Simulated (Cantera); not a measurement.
An isothermal, constant-pressure homogeneous reactor starts with NH₃ : H₂ = 1 : 0.94 (molar parts), at 1973 K and 0.0132 atm. Integrator tolerance rtol = 1e-08.

Cantera simulation using the gas-phase N/H chemistry of the illustrative SiF4/NH3 mechanism in the Surface Chemkin manual (1991); the numbers are that mechanism's predictions, not measurements. Walls and surfaces, which speed up NH3 decomposition in real reactors, are not modelled.

**Question.** What does this change do: pressure from 0.0132 atm to 0.355 atm?

**Answer.** 
```tsv
quantity	before	after
x(NH₃) at 1.00 s	0.286 (gas-phase equilibrium 8.53e-8)	0.00304 (gas-phase equilibrium 2.34e-6)
x(H₂) at 1.00 s	0.637 (gas-phase equilibrium 0.820)	0.826 (gas-phase equilibrium 0.828)
x(N) at 1.00 s	1.23e-6 (gas-phase equilibrium 2.16e-9)	3.73e-7 (gas-phase equilibrium 4.16e-10)
x(H) at 1.00 s	0.000481 (gas-phase equilibrium 0.0107)	0.00182 (gas-phase equilibrium 0.00206)
x(N₂H₂) at 1.00 s	2.49e-6 (gas-phase equilibrium <1e-12)	4.43e-9 (gas-phase equilibrium <1e-12)
x(NH) at 1.00 s	1.54e-5 (gas-phase equilibrium 1.45e-9)	1.49e-6 (gas-phase equilibrium 1.46e-9)
```

**Question.** What does this change do: NH3 1 to 0.29 parts?

**Answer.** 
```json
[
 {"quantity": "x(NH₃) at 1.00 s", "before": "0.286 (gas-phase equilibrium 8.53e-8)", "after": "0.150 (gas-phase equilibrium 7.27e-8)"},
 {"quantity": "x(H₂) at 1.00 s", "before": "0.637 (gas-phase equilibrium 0.820)", "after": "0.814 (gas-phase equilibrium 0.894)"},
 {"quantity": "x(N) at 1.00 s", "before": "1.23e-6 (gas-phase equilibrium 2.16e-9)", "after": "1.19e-6 (gas-phase equilibrium 1.61e-9)"},
 {"quantity": "x(H) at 1.00 s", "before": "0.000481 (gas-phase equilibrium 0.0107)", "after": "0.000737 (gas-phase equilibrium 0.0111)"},
 {"quantity": "x(N₂H₂) at 1.00 s", "before": "2.49e-6 (gas-phase equilibrium <1e-12)", "after": "1.04e-6 (gas-phase equilibrium <1e-12)"},
 {"quantity": "x(NH) at 1.00 s", "before": "1.54e-5 (gas-phase equilibrium 1.45e-9)", "after": "1.20e-5 (gas-phase equilibrium 1.14e-9)"}
]
```
